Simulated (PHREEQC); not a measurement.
Consider water at 25 °C with 0.0023 mol/kgw CuCl2 and 5.76e-05 mol/kgw H2SO4. Closed to the air; pH follows from the charge balance.

All values are PHREEQC results (ion-association model, phreeqc.dat), not measurements.

This is a speciation only: nothing precipitates in the calculation.

**Question.** What pH, specific conductance does the model give?

**Answer.** pH 3.97; specific conductance 594 µS/cm.

**Question.** In which forms is S present?

**Answer.** SO4-2 81 %, CuSO4 19 %, HSO4- 0.6 % of the S.
